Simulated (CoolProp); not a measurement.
Values from CoolProp's reference Helmholtz-energy equation of state, Penoncello 2003.

**Question.** For CHF3 (R23), give the phase and the speed of sound (m/s), viscosity (µPa s) at 410 K and 0.239 MPa.

**Answer.** 
- 410 K and 0.239 MPa: gas; speed of sound 236, viscosity 19.9

Viscosity comes from a separate model (Shan 2000).
